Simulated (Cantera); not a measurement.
What does this Cantera script print?

```python
import numpy as np
import cantera as ct

gas = ct.Solution("gri30.yaml")
gas.TPX = 1400, 13332, {'H2': 1.4, 'O2': 1, 'N2': 26}
reactor = ct.IdealGasConstPressureReactor(gas, energy="off", clone=False)
net = ct.ReactorNet([reactor])
net.rtol, net.atol = 1e-08, 1e-18
show = ['H2', 'O2', 'NO', 'H2O2', 'HO2']
times = np.geomspace(0.0007, 100, 12)

steps = ct.SolutionArray(gas, extra=["t"])
rows = []
print(f"{'t/s':>10s}{'T/K':>9s}{'P/Pa':>11s}" + "".join(f"{s:>11s}" for s in show))
for t in times:
    while net.time < t:
        t_next = net.step()
        steps.append(gas.state, t=t_next)
    rows.append([np.interp(t, steps.t, y) for y in (steps.T, steps.P, *steps(*show).X.T)])
    print(f"{t:10.3e}{rows[-1][0]:9.1f}{rows[-1][1]:11.4g}" + "".join(f"{x:11.3e}" for x in rows[-1][2:]))
rate = np.gradient(steps.T, steps.t)
print("integrator steps:", len(steps.t))
if steps.T.max() > steps.T[0] + 200:
    print(f"time of steepest temperature rise: {steps.t[rate.argmax()]:.4e} s")
gas.TPX = 1400, 13332, {'H2': 1.4, 'O2': 1, 'N2': 26}
gas.equilibrate("TP")
print(f"equilibrium (TP): T = {gas.T:.1f} K  " + "  ".join(f"{s} {gas[s].X[0]:.3e}" for s in show))
```

Output:

```
       t/s      T/K       P/Pa         H2         O2         NO       H2O2        HO2
 7.000e-04   1400.0  1.333e+04  1.204e-02  1.845e-02  1.736e-07  1.193e-07  8.769e-07
 2.059e-03   1400.0  1.333e+04  6.065e-03  1.490e-02  4.604e-06  1.086e-07  7.482e-07
 6.058e-03   1400.0  1.333e+04  4.762e-03  1.352e-02  1.116e-05  1.143e-07  7.020e-07
 1.782e-02   1400.0  1.333e+04  2.393e-03  1.178e-02  1.536e-05  1.011e-07  6.084e-07
 5.243e-02   1400.0  1.333e+04  5.614e-04  1.091e-02  1.619e-05  5.202e-08  4.289e-07
 1.543e-01   1400.0  1.333e+04  7.084e-05  1.080e-02  1.625e-05  1.320e-08  1.357e-07
 4.538e-01   1400.0  1.333e+04  1.016e-05  1.081e-02  1.626e-05  2.743e-09  2.528e-08
 1.335e+00   1400.0  1.333e+04  2.229e-06  1.081e-02  1.626e-05  7.071e-10  7.040e-09
 3.928e+00   1400.0  1.333e+04  8.025e-07  1.082e-02  1.626e-05  2.770e-10  4.392e-09
 1.155e+01   1400.0  1.333e+04  6.080e-07  1.082e-02  1.626e-05  2.155e-10  4.200e-09
 3.399e+01   1400.0  1.333e+04  6.052e-07  1.082e-02  1.626e-05  2.146e-10  4.198e-09
 1.000e+02   1400.0  1.333e+04  6.052e-07  1.082e-02  1.627e-05  2.146e-10  4.198e-09
integrator steps: 1903
equilibrium (TP): T = 1400.0 K  H2 6.075e-07  O2 1.074e-02  NO 1.797e-04  H2O2 2.138e-10  HO2 4.174e-09
```

Cantera simulation using GRI-Mech 3.0 (53 species, 325 reactions); the numbers are that mechanism's predictions, not measurements. The temperature is held fixed by assumption; the heat of reaction is taken as removed at once.
